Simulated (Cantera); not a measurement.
Feed: 1 mol V, 0.1 mol N2O, 0.34 mol N2, 0.53 mol NH3, held at 2025 °C and 10000 Pa.

Equilibrium computed with Cantera from the NASA thermochemical tables; the gas is ideal and each condensed phase is pure. Candidate condensed phases: H2O, V, VN, VO, V2O3, V2O4, V2O5; 28 gas species. Each liquid is taken as pure. Mutual solubility and eutectic melting of coexisting phases are not modelled. VO: taken at fixed stoichiometry. Condensed phases not in the tables: V2N, N, O or C dissolved in the metal. Kinetics and transport are ignored.

Base state: H2 0.512, N2 0.464, H 0.0217, V 0.00108, VO 0.000750, H2O 0.000451, VO2 6.69e-5 (mole fractions); condensed: V(l) + VO(l).

**Question.** What changes in the equilibrium state with this change: temperature from 2025 °C to 1225 °C?

**Answer.** 
```
species       before    after
----------  --------  -------
H2             0.512    0.756
N2             0.464    0.242
H2O         0.000451  0.00223
H             0.0217  4.73e-5
VO2          6.69e-5  2.99e-9
V            0.00108    <1e-9
VO          0.000750    <1e-9
V(l), mol      0.899        0
VO(l), mol    0.0980        0
VN(s), mol         0    0.902
VO(s), mol         0   0.0977
```
VN, VO: taken at fixed stoichiometry. Condensed phases not in the tables: solid solutions among these carbides, nitrides and lower oxides, V2N.
